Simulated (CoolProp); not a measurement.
The numbers come from the reference Helmholtz-energy equation of state, Lemmon 2006 in CoolProp. It is a short technical equation, of lower accuracy than the large ones.

Problem. For isohexane, give the phase and the density (kg/m³), cp (kJ/(kg K)), cv (kJ/(kg K)), speed of sound (m/s) at 276.85 °C and 0.481 MPa; 276.85 °C and 1.52 MPa.

Solution. 
- 276.85 °C and 0.481 MPa: gas; density 9.44, cp 2.77, cv 2.65, speed of sound 226
- 276.85 °C and 1.52 MPa: gas; density 33.0, cp 2.87, cv 2.68, speed of sound 206
